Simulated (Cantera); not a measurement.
Catalytic combustion on Pt

An isothermal plug-flow reactor at 750 K and 1950 Torr (inlet), inlet velocity 2.2 m/s, active area per volume 130 1/m; feed 0.299 % H2, 8.75 % O2, 91.0 % N2, equivalence ratio 0.017.

Cantera simulation using Deutschmann's 1995 Pt surface mechanism with GRI-Mech 3.0 gas chemistry; the numbers are that mechanism's predictions, not measurements. Catalytic surfaces can have several steady states; this one follows from the mechanism file's or the stated starting coverage. Mass transfer to the wall is taken as infinitely fast.

```csv
z (m),x H2,x O2,x H2O,θ free Pt,θ O*,θ OH*
0.00063,0.00277,0.0874,0.000222,0.0605,0.937,0.00203
0.0013,0.00257,0.0873,0.000426,0.0564,0.942,0.00205
0.0029,0.00218,0.0871,0.000814,0.0487,0.949,0.00204
0.0063,0.00164,0.0869,0.00136,0.0381,0.960,0.00198
0.013,0.00108,0.0866,0.00192,0.0278,0.970,0.00182
0.029,0.000533,0.0864,0.00246,0.0190,0.979,0.00162
0.063,0.000182,0.0862,0.00282,0.0144,0.984,0.00146
```
x: gas mole fraction; θ: surface coverage.
